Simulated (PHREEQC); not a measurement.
Solution (25 °C): 30 mmol/kgw HF, 0.92 mmol/kgw FeCl3 and 0.38 mmol/kgw MnSO4. Closed to the air; pH follows from the charge balance.

Equilibrium calculation in PHREEQC: ion-association model, wateq4f.dat.

Precipitation was switched off in this run.

Problem. What pH, ionic strength does the model give?

Solution. pH 2.28; ionic strength 0.00726 mol/kgw.

Problem. In which forms is S present?

Solution. SO4-2 70 %, HSO4- 28 %, MnSO4 2.3 % of the S.

Complexes and solids missing from the database can't appear. wateq4f.dat counts part of the HF as a dimer, H2F2, which phreeqc.dat doesn't know; its constant is uncertain. Fluoro complexes past AlF4- and FeF3 are missing from the database.
